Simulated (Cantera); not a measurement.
An isothermal, constant-pressure homogeneous reactor starts with N2O : H2O = 1 : 0.014 (molar parts), at 1250 K and 39.0 Torr.

Model: GRI-Mech 3.0 (53 species, 325 reactions), integrated in Cantera. GRI-Mech 3.0 was tuned for natural gas; its chemistry of N2O as a main component is partial and can be far from experiment. The mechanism lacks the step 2 NO + O2 → 2 NO2, which can matter for NO2 below about 1400 K. The temperature is held fixed by assumption; the heat of reaction is taken as removed at once.

One state of this run: x N2O = 0.821; x H2O = 0.0130; x H = 3.85e-9; x N2 = 0.105; x O = 3.65e-6; x H2 = 2.76e-8; x H2O2 = 1.51e-9. x: mole fraction; the columns are a selection and need not sum to one.

Which value of t (s) does it belong to?
A. 0.00134
B. 24.6
C. 100
D. 1.49

D, 1.49
